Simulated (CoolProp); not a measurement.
Values from CoolProp's reference Helmholtz-energy equation of state, McLinden 2015.

Problem. Give the vapour pressure (kPa), liquid density (kg/m³), liquid cp (kJ/(kg K)), vapour Z of saturated the fluoroketone C6F12O (FK-5-1-12) at 250.6 K.

Solution. 
| T (K) | p (kPa) | liquid density (kg/m³) | liquid cp (kJ/(kg K)) | vapour Z |
|---|---|---|---|---|
| 250.6 | 3.32 | 1740 | 1.09 | 0.995 |
